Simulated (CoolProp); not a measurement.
Computed with CoolProp (reference Helmholtz-energy equation of state, Pan 2012).

**Question.** Give the vapour pressure (bar), enthalpy of vaporisation (kJ/kg), vapour Z, liquid viscosity (µPa s) of saturated R236FA at 1.05, 21.45 °C.

**Answer.** 
```tsv
T (°C)	p (bar)	enthalpy of vaporisation (kJ/kg)	vapour Z	liquid viscosity (µPa s)
1.05	1.12	158	0.950	391
21.45	2.41	147	0.915	299
```

Viscosity comes from a separate model (Huber 2003), an estimate that may be off by 10 % or more.
